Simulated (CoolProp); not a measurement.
Vapour-liquid equilibrium of n-heptane (1) + m-xylene (2) at 0.0152 MPa; x and y are mole fractions of (1).

Computed with CoolProp (multi-fluid Helmholtz-energy mixture model, Span 2003 and Zhou 2012; pair parameters Bell 2016).

| x | bubble temperature (K) | y at the bubble point | dew temperature at overall composition x (K) | liquid density (mol/L) |
|---|---|---|---|---|
| 0.05 | 348.5 | 0.212 | [?] | 7.606 |
| 0.2 | 338.7 | 0.549 | 348.8 | 7.470 |
| 0.35 | [?] | [?] | 344.8 | 7.311 |
| 0.5 | 328.1 | 0.809 | [?] | 7.146 |
| 0.65 | 324.6 | [?] | 335.0 | 6.982 |
| 0.8 | 321.5 | 0.937 | [?] | 6.821 |
| 0.95 | 318.8 | 0.985 | 320.8 | [?] |

Question: Fill in the missing entries.

Answer: 
- 0.05, dew temperature at overall composition x (K): 352.2
- 0.35, bubble temperature (K): 332.5
- 0.35, y at the bubble point: 0.710
- 0.5, dew temperature at overall composition x (K): 340.3
- 0.65, y at the bubble point: 0.880
- 0.8, dew temperature at overall composition x (K): 328.5
- 0.95, liquid density (mol/L): 6.664

No azeotrope shows between x = 0.05 and 0.95.

Pair parameters are fitted to limited data, so mixtures are less certain than the pure fluids.
